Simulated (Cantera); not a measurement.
Feed: 1 mol SiH2Cl2, 2.5 mol N2O, held at 1248.15 K.

Cantera equilibrium calculation (NASA polynomials, part measured and part estimated; ideal gas, pure solids and liquids). Candidate condensed phases: H2O, NH4Cl, Si, SiO2, Si2N2O, Si3N4; 47 gas species. The tables hold silica as quartz up to 1696 K and as liquid above; real silica turns to tridymite and cristobalite and melts near 1996 K. Rates play no part.

Task: At 19000 Pa, list the 4 most abundant gas species with their mole fractions, and the condensed phases.

Result: N2 0.534, HCl 0.365, O2 0.0377, H2O 0.0312. Condensed: SiO2(β-quartz).
